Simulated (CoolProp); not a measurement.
Computed with CoolProp (reference Helmholtz-energy equation of state, Guder 2009).

For sulfur hexafluoride, give the phase and the cv (kJ/(kg K)), speed of sound (m/s), fugacity coefficient at -15.55 °C and 171 bar; -15.55 °C and 307 bar.


- -15.55 °C and 171 bar: liquid; cv 0.593, speed of sound 527, fugacity coefficient 0.0759
- -15.55 °C and 307 bar: liquid; cv 0.595, speed of sound 601, fugacity coefficient 0.0706
